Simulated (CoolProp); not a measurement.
A closed Brayton cycle with carbon dioxide: compressor inlet 325.15 K and 9.3 MPa, high pressure 31.8 MPa, turbine inlet 750 K, compressor efficiency 0.89, turbine efficiency 0.9, recuperator effectiveness 0.95 (on enthalpy, no pinch check). Each further row changes one setting.

The numbers come from the reference Helmholtz-energy equation of state, Span 1996 in CoolProp.

```json
[
 {"case": "as stated", "thermal efficiency (%)": "33.4", "net work (kJ/kg)": "82.8", "compressor to turbine work": "0.41", "compressor exit (K)": "416.8", "turbine exit (K)": "611.2"},
 {"case": "turbine inlet 700 K", "thermal efficiency (%)": "30.4", "net work (kJ/kg)": "71.0", "compressor to turbine work": "0.45", "compressor exit (K)": "416.8", "turbine exit (K)": "566.2"},
 {"case": "compressor inlet 335.15 K", "thermal efficiency (%)": "31.3", "net work (kJ/kg)": "73.5", "compressor to turbine work": "0.48", "compressor exit (K)": "438.7", "turbine exit (K)": "611.2"},
 {"case": "high pressure 27 MPa", "thermal efficiency (%)": "33.4", "net work (kJ/kg)": "76.0", "compressor to turbine work": "0.39", "compressor exit (K)": "404.3", "turbine exit (K)": "629.1"},
 {"case": "recuperator effectiveness 0.5", "thermal efficiency (%)": "23.7", "net work (kJ/kg)": "82.8", "compressor to turbine work": "0.41", "compressor exit (K)": "416.8", "turbine exit (K)": "611.2"}
]
```
